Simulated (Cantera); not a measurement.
Charge: 1 mol SiH₄, 2.9 mol NH₃, 13 mol N₂, held at 52.0 Pa.

Cantera equilibrium calculation (NASA polynomials, part measured and part estimated; ideal gas, pure solids and liquids). Candidate condensed phases: Si, Si₃N₄; 18 gas species. Equilibrium is a limit: real reactors are often held back by kinetics, nucleation or transport. All values below are at 1425 K.

Base state: N₂ 0.685, H₂ 0.315, H 0.000168 (mole fractions); condensed: Si₃N₄(s).

What changes in the equilibrium state with this change: SiH₄ replaced by SiH₂Cl₂?


```csv
species,before,after
N₂,0.685,0.686
H₂,0.315,0.223
HCl,0,0.0817
SiCl₂,0,0.00832
SiCl₃,0,0.000136
Cl,0,4.23e-5
H,0.000168,0.000141
"Si₃N₄(s), mol",0.333,0.276
```
The tables' values for SiCl₃ are old estimates; treat these amounts as uncertain. Further candidate phases: NH₄Cl.
